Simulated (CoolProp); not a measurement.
Vapour-liquid equilibrium of ethanol (1) + toluene (2) at 361.7 K; x and y are mole fractions of (1).

Computed with CoolProp (multi-fluid Helmholtz-energy mixture model, Schroeder 2014 and Lemmon 2006; pair parameters Bell 2016).

```
x      bubble pressure (bar)  y at the bubble point  dew pressure at overall composition x (bar)  liquid density (mol/L)
-----  ---------------------  ---------------------  -------------------------------------------  ----------------------
0.05                  0.8129                  0.383                                       0.5439                   8.867
0.125                  1.100                  0.566                                       0.5880                   9.142
0.2                    1.266                  0.638                                       0.6398                   9.445
0.275                  1.361                  0.674                                       0.7012                   9.780
0.35                   1.415                  0.696                                       0.7751                   10.15
0.425                  1.448                  0.710                                       0.8655                   10.56
0.5                    1.472                  0.723                                       0.9780                   11.02
0.575                  1.493                  0.736                                        1.120                   11.53
0.65                   1.512                  0.754                                        1.297                   12.10
0.725                  1.529                  0.778                                        1.476                   12.73
0.8                    1.539                  0.814                                        1.537                   13.44
0.875                  1.539                  0.864                                        1.537                   14.23
0.95                   1.519                  0.936                                        1.513                   15.11
```

y crosses x between x = 0.8 and 0.875: the model has an azeotrope there.

Pair parameters are fitted to limited data, so mixtures are less certain than the pure fluids. With so large a gap from Raoult's law the liquid may split in two, which this calculation doesn't test in full.
